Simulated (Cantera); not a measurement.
Feed: 1 mol BN, 4.7 mol H2, at 2452 °C and 0.100 bar.

Equilibrium computed with Cantera from the NASA thermochemical tables; the gas is ideal and each condensed phase is pure. Candidate condensed phases: B, BN; 15 gas species. The tables' values for BH2 are old estimates; treat these amounts as uncertain. Gases not in the tables: B2H6 and higher boranes. Rates play no part.

Base state: H2 0.732, H 0.169, N2 0.0873, B 0.00625, BH2 0.00494, BH 0.000545, BN 0.000158, BH3 1.91e-5 (mole fractions); condensed: B(l).

Question: What changes in the equilibrium state with this change: pressure from 0.100 bar to 0.870 bar?

Answer: 
| species | before | after |
|---|---|---|
| H2 | 0.732 | 0.839 |
| N2 | 0.0873 | 0.0931 |
| H | 0.169 | 0.0613 |
| BH2 | 0.00494 | 0.00566 |
| B | 0.00625 | 0.000718 |
| BH3 | 1.91e-5 | 6.90e-5 |
| B(l), mol | 0.932 | 0.964 |

Question: What changes in the equilibrium state with this change: pressure from 0.100 bar to 8.60 mbar?

Answer: 
| species | before | after |
|---|---|---|
| H | 0.169 | 0.436 |
| H2 | 0.732 | 0.419 |
| B | 0.00625 | 0.0727 |
| N2 | 0.0873 | 0.0679 |
| B2 | 2.65e-6 | 3.08e-5 |
| BH3 | 1.91e-5 | 2.42e-6 |
| BN | 0.000158 | 0.000476 |
| BH | 0.000545 | 0.00141 |
| B(l), mol | 0.932 | 0.432 |

Question: What changes in the equilibrium state with this change: temperature from 2452 °C to 2277 °C?

Answer: 
| species | before | after |
|---|---|---|
| H2 | 0.732 | 0.814 |
| N2 | 0.0873 | 0.0917 |
| H | 0.169 | 0.0890 |
| B | 0.00625 | 0.00139 |
| BH2 | 0.00494 | 0.00363 |
| BN | 0.000158 | 4.69e-5 |
| BH | 0.000545 | 0.000185 |
| BH3 | 1.91e-5 | 2.03e-5 |
| B(l), mol | 0.932 | 0.971 |
